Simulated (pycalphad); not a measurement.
Computed with pycalphad from the COST 507 light-alloy database (1999), at 1 atm. These are 1990s assessments: newer ones move some temperatures and phases. Phase fractions are per mole of atoms.

Task: Give the equilibrium state of Si-83.25Mn (at.%) at 502 °C.

Result: 
```
T = 775.00 K, P = 101325 Pa, N = 1 mol of atoms
G = -45087 J/mol, H = 1958 J/mol, S = 60.70 J/(mol K)  (SER reference)
chemical potentials (J/mol): Si -98638, Mn -34312
phase             fraction      x(Si)      x(Mn)
MN9SI2              0.7000     0.1750     0.8250
MN6SI               0.3000     0.1500     0.8500
```

Task: Give the equilibrium state of Si-83.25Mn (at.%) at 1027 °C.

Result: 
```
T = 1300.00 K, P = 101325 Pa, N = 1 mol of atoms
G = -82800 J/mol, H = 23398 J/mol, S = 81.69 J/(mol K)  (SER reference)
chemical potentials (J/mol): Si -126563, Mn -73995
phase             fraction      x(Si)      x(Mn)
MN9SI2              0.7871     0.1750     0.8250
CUB_A13             0.2129     0.1398     0.8602
```

Database names, with the compositions (at.%) that they take in these runs: MN9SI2: Mn 82 Si 18; MN6SI: Mn 85 Si 15. CUB_A13 is β-Mn.
